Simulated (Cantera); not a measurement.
A freely propagating, adiabatic, planar premixed flame of 12.8 % CH₄, 18.3 % O₂, 68.8 % N₂, equivalence ratio 1.4, unburnt at 498 K and 143 Torr; mixture-averaged transport, grid criteria slope 0.08 and curve 0.16, no radiation.

Detailed kinetics in Cantera: GRI-Mech 3.0 (53 species, 325 reactions). Burning velocities carry a grid error of a few per cent, more on coarse grids.

x: mole fraction of selected species; z is measured from the peak of heat release.

| z (mm) | T (K) | u (m/s) | x CH₄ | x O₂ | x OH | x N₂O | x C₂H₄ | x H |
|---|---|---|---|---|---|---|---|---|
| -6.06 | 498 | 0.789 | 0.128 | 0.183 | <1e-8 | <1e-8 | 1.85e-8 | <1e-8 |
| -4.04 | 501 | 0.797 | 0.127 | 0.182 | <1e-8 | <1e-8 | 4.98e-7 | <1e-8 |
| -3.03 | 513 | 0.822 | 0.125 | 0.180 | 4.43e-8 | <1e-8 | 4.38e-6 | 7.41e-8 |
| -2.02 | 609 | 0.990 | 0.117 | 0.172 | 1.67e-6 | <1e-8 | 6.62e-5 | 6.61e-6 |
| -1.01 | 1069 | 1.78 | 0.0785 | 0.131 | 2.79e-5 | <1e-8 | 0.000728 | 0.000200 |
| -0.505 | 1456 | 2.47 | 0.0425 | 0.0865 | 0.000232 | <1e-8 | 0.00144 | 0.00107 |
| 0 | 1790 | 3.07 | 0.0122 | 0.0403 | 0.00106 | <1e-8 | 0.000965 | 0.00395 |
| 0.505 | 1954 | 3.36 | 0.00178 | 0.0141 | 0.00234 | <1e-8 | 0.000140 | 0.00764 |
| 1.01 | 2002 | 3.44 | 0.000202 | 0.00462 | 0.00308 | <1e-8 | 7.06e-6 | 0.00987 |
| 2.02 | 2020 | 3.46 | 3.39e-6 | 0.000917 | 0.00332 | <1e-8 | <1e-8 | 0.0110 |
| 4.04 | 2027 | 3.47 | <1e-8 | 0.000512 | 0.00320 | <1e-8 | <1e-8 | 0.0107 |
| 8.08 | 2036 | 3.48 | <1e-8 | (withheld) | 0.00300 | <1e-8 | <1e-8 | 0.00992 |
| 16.2 | 2048 | 3.50 | <1e-8 | (withheld) | (withheld) | <1e-8 | <1e-8 | (withheld) |

Q: Complete the blanks.

A: 
- 8.08, x O₂: 0.000437
- 16.2, x O₂: 0.000341
- 16.2, x OH: 0.00269
- 16.2, x H: 0.00868
